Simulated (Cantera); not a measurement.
Feed: 1 mol SiHCl3, 1.7 mol CH4, 5 mol H2, held at 1827 °C and 0.860 bar.

Equilibrium computed with Cantera from the NASA thermochemical tables; the gas is ideal and each condensed phase is pure. Candidate condensed phases: C, C6H6, C7H8, C8H18, Si, SiC; 109 gas species. The tables' values for SiCl3, SiCl are old estimates; treat these amounts as uncertain. Gases not in the tables: Si2H6 and higher silanes. Equilibrium is a limit: real reactors are often held back by kinetics, nucleation or transport.

Base state: H2 0.724, HCl 0.255, SiCl2 0.0150, H 0.00286, C2H2 (acetylene) 0.00105, Cl 0.000741, SiCl3 0.000684, CH4 0.000149 (mole fractions); condensed: C(graphite) + SiC(s).

Problem. What changes in the equilibrium state with this change: H2 from 5 to 2000 mol?

Solution. 
```csv
species,before,after
H2,0.724,0.995
H,0.00286,0.00335
HCl,0.255,0.00149
SiCl2,0.0150,1.08e-6
SiH2,1.03e-5,4.11e-5
SiCl3,0.000684,<1e-9
SiHCl3,4.16e-5,<1e-9
"C(graphite), mol",0.841,0
"SiC(s), mol",0.835,0.800
```

Problem. What changes in the equilibrium state with this change: temperature from 1827 °C to 2002 °C?

Solution. 
```tsv
species	before	after
H2	0.724	0.723
HCl	0.255	0.244
SiCl2	0.0150	0.0197
H	0.00286	0.00778
SiC2	7.79e-7	1.47e-5
Si	1.21e-5	0.000116
SiH	5.18e-6	3.51e-5
SiCl	6.31e-5	0.000285
C(graphite), mol	0.841	0.858
SiC(s), mol	0.835	0.783
```
